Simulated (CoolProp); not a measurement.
C2F6 (R116) at 211.66 K and 0.16 MPa flows at 5.2 m/s in a round tube of 50 mm bore and 0.25 µm roughness, fully developed (64/Re and Nu = 3.66 if laminar; Colebrook and Gnielinski if turbulent). Each further row changes one setting.

Model: reference Helmholtz-energy equation of state, Lemmon 2006, in CoolProp. It is a short technical equation, of lower accuracy than the large ones.

```
case               Reynolds number  Darcy friction factor  pressure drop (Pa/m)  heat-transfer coefficient (W/(m² K))  mass flow (kg/h)
-----------------  ---------------  ---------------------  --------------------  ------------------------------------  ----------------
as stated                   348000                 0.0141                  50.7                                  87.1               ___
velocity 10.4 m/s           697000                    ___                   ___                                   153               ___
diameter 100 mm             697000                 0.0124                   ___                                   ___              1950
```

Q: Fill in the missing entries.

A: 
- as stated, mass flow (kg/h): 488
- velocity 10.4 m/s, Darcy friction factor: 0.0125
- velocity 10.4 m/s, pressure drop (Pa/m): 179
- velocity 10.4 m/s, mass flow (kg/h): 976
- diameter 100 mm, pressure drop (Pa/m): 22.3
- diameter 100 mm, heat-transfer coefficient (W/(m² K)): 76.4

Viscosity comes from a separate model (Huber 2003), an estimate that may be off by 10 % or more. Thermal conductivity comes from a separate model (Huber 2003), an estimate that may be off by 10 % or more.
